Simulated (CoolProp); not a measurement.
Vapour-liquid equilibrium of CH2F2 (R32) (1) + R134a (2) at 200.6 K; x and y are mole fractions of (1).

The numbers come from the multi-fluid Helmholtz-energy mixture model, Tillner-Roth 1997 and Tillner-Roth 1994; pair parameters Lemmon 2004 in CoolProp.

Problem. Give the bubble pressure and the first vapour's composition at x = 0.5, 0.65, 0.8. Is there an azeotrope?

Solution. x = 0.5: 0.1902 bar, y = 0.820; x = 0.65: 0.2251 bar, y = 0.891; x = 0.8: 0.2600 bar, y = 0.945. No azeotrope shows between x = 0.05 and 0.95.

Pair parameters are fitted to limited data, so mixtures are less certain than the pure fluids.
